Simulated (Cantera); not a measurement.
Charge: 1 mol SiC, 0.82 mol O2, 14 mol H2, held at 1227 °C and 26000 Pa.

Equilibrium computed with Cantera from the NASA thermochemical tables; the gas is ideal and each condensed phase is pure. Candidate condensed phases: C, C6H6, C7H8, C8H18, H2O, Si, SiC, SiO2; 123 gas species. Mutual solubility and eutectic melting of coexisting phases are not modelled. The tables hold silica as quartz up to 1696 K and as liquid above; real silica turns to tridymite and cristobalite and melts near 1996 K. Equilibrium is a limit: real reactors are often held back by kinetics, nucleation or transport.

What is the equilibrium state?


- x(H2) = 0.962
- x(CO) = 0.0374
- x(CH4) = 0.000353
- x(SiO) = 0.000225
- x(H) = 3.39e-5
- x(H2O) = 2.82e-5
- x(C2H2 (acetylene)) = 2.83e-6
- n(SiC(s)) = 0.451 mol
- n(SiO2(β-quartz)) = 0.546 mol
- gas amount = 14.54 mol
- log10 activity of C(graphite) (absent) = -0.24
- log10 activity of Si(s) (absent) = -1.89
